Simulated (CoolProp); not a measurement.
CF4 (R14) along the isobar 5.31 MPa: density (kg/m³) from the reference equation and from simpler models built on Tc = 227.4 K, pc = 3.762 MPa, ω = 0.178; each cubic takes its own stable root.

Model: reference Helmholtz-energy equation of state, Platzer 1990, in CoolProp. This equation is an older, rougher fit; its heat capacities, sound speeds and derivatives of the liquid may be far off and weren't checked against measurements.

```csv
T (K),phase,reference
187.1,liquid,1388
211.4,liquid,1204
235.6,supercritical,818.6
259.9,supercritical,341.4
284.2,supercritical,259.0
308.4,supercritical,218.0
332.7,supercritical,191.1
357,supercritical,171.5
381.2,supercritical,156.3
405.5,supercritical,144.0
429.8,supercritical,133.8
454.1,supercritical,125.1
```

Q: How far does each simpler model (Redlich-Kwong, Soave-Redlich-Kwong, Peng-Robinson) lie from the reference over these 12 states: mean and median of the absolute difference, and the worst?

A: 
- Redlich-Kwong: mean 4.3 %, median 2.8 %, worst -10.0 % at 235.6 K and 5.31 MPa
- Soave-Redlich-Kwong: mean 3.2 %, median 1.8 %, worst -13.5 % at 235.6 K and 5.31 MPa
- Peng-Robinson: mean 2.7 %, median 1.6 %, worst +8.9 % at 187.1 K and 5.31 MPa
